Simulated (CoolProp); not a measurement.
n-decane at several states: fugacity coefficient from the reference equation and from simpler models built on Tc = 344.5 °C, pc = 2.101 MPa, ω = 0.488; each cubic takes its own stable root.

Computed with CoolProp (reference Helmholtz-energy equation of state, Lemmon 2006). It is a short technical equation, of lower accuracy than the large ones.

| T (°C) | p (MPa) | phase | reference | van der Waals | Redlich-Kwong | Soave-Redlich-Kwong | Peng-Robinson |
|---|---|---|---|---|---|---|---|
| 162.35 | 1.47 | liquid | 0.05261 | 0.2886 | 0.1350 | 0.05402 | 0.05362 |
| 98.95 | 0.0606 | liquid | 0.1503 | 0.9725 | 0.7196 | 0.1481 | 0.1552 |
| 300.05 | 1.59 | liquid | 0.5448 | 0.7177 | 0.6397 | 0.5698 | 0.5522 |

At some of these states van der Waals gives the other phase, because its saturation line lies elsewhere.
